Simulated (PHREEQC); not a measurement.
PHREEQC input (ion-association model, wateq4f.dat):

```
SOLUTION_MASTER_SPECIES
  An  An-  0  An  62.0  # stands for a non-complexing anion
SOLUTION_SPECIES
  An- = An-
    -log_k 0
    -gamma 3.0 0
PHASES
  Fix_H+
    H+ = H+
    -log_k 0
SOLUTION 1
  temp 25
  units mmol/kgw
  pH 7 charge
  Na 100
  An 100
END
SELECTED_OUTPUT 1
  -reset false
  -pH true
  -pe true
  -ionic_strength true
  -water true
  -totals Na
  -molalities Hfo_wOH Hfo_wOH2+ Hfo_wO- Hfo_sOH Hfo_sOH2+ Hfo_sO-
USER_PUNCH 1
  -headings sigma psi
  10 PUNCH EDL("sigma", "Hfo"), EDL("psi", "Hfo")
PRINT
  -reset false
USE solution 1
SURFACE 1
  Hfo_wOH 0.000741573 600 0.33
  Hfo_sOH 1.85393e-05
EQUILIBRIUM_PHASES 1
  Fix_H+ -3 HAn 10
    -force_equality true
  O2(g) -0.68 10
END
# ... the last block is repeated for the other 16 points of pH, with NaOH or the acid as the point needs
```

Selected output (columns that matter, 17 of 17 rows; pH added in front):

```
pH	mu	Na	m_Hfo_wOH	m_Hfo_wOH2+	m_Hfo_wO-	m_Hfo_sOH	m_Hfo_sOH2+	m_Hfo_sO-	sigma	psi
3	0.10158	0.1	1.4165e-05	0.0007274	6.3189e-09	3.5412e-07	1.8185e-05	1.5797e-10	0.36335	0.15259
3.38	0.10087	0.1	3.1793e-05	0.00070975	3.2626e-08	7.9483e-07	1.7744e-05	8.1565e-10	0.35452	0.15151
3.75	0.10056	0.1	6.479e-05	0.00067664	1.4212e-07	1.6198e-06	1.6916e-05	3.553e-09	0.33793	0.14914
4.12	0.10041	0.1	0.00011847	0.00062258	5.1646e-07	2.9618e-06	1.5565e-05	1.2911e-08	0.31074	0.1449
4.5	0.10032	0.1	0.00019279	0.00054723	1.556e-06	4.8198e-06	1.3681e-05	3.89e-08	0.27258	0.13824
4.88	0.10025	0.1	0.00027607	0.00046172	3.7814e-06	6.9017e-06	1.1543e-05	9.4535e-08	0.22875	0.12935
5.25	0.1002	0.1	0.00035421	0.00037979	7.568e-06	8.8553e-06	9.4948e-06	1.892e-07	0.18593	0.11889
5.62	0.10015	0.1	0.00042163	0.00030667	1.328e-05	1.0541e-05	7.6667e-06	3.3199e-07	0.14655	0.10697
6	0.10012	0.1	0.00047605	0.00024427	2.1253e-05	1.1901e-05	6.1068e-06	5.3133e-07	0.1114	0.093453
6.38	0.10008	0.1	0.00051522	0.00019521	3.1152e-05	1.288e-05	4.8801e-06	7.788e-07	0.081949	0.078766
6.75	0.10006	0.1	0.00054055	0.00015889	4.2128e-05	1.3514e-05	3.9723e-06	1.0532e-06	0.058327	0.0634
7.12	0.10004	0.1	0.00055607	0.00013172	5.3777e-05	1.3902e-05	3.2931e-06	1.3444e-06	0.038937	0.047057
7.5	0.10002	0.1	0.00056481	0.00011083	6.5941e-05	1.412e-05	2.7706e-06	1.6485e-06	0.022421	0.029416
7.88	0.10001	0.1	0.00056866	9.4598e-05	7.8312e-05	1.4217e-05	2.365e-06	1.9578e-06	0.0081356	0.011179
8.25	0.10001	0.10001	0.00056904	8.1332e-05	9.1205e-05	1.4226e-05	2.0333e-06	2.2801e-06	-0.0049317	-0.0068101
8.62	0.10002	0.10004	0.00056622	6.9161e-05	0.0001062	1.4155e-05	1.729e-06	2.6549e-06	-0.0185	-0.024661
9	0.10005	0.10008	0.00055896	5.6968e-05	0.00012564	1.3974e-05	1.4242e-06	3.141e-06	-0.034304	-0.042489
```

Complexes and solids missing from the database can't appear. The oxide is taken as insoluble; below pH 4 it would dissolve.
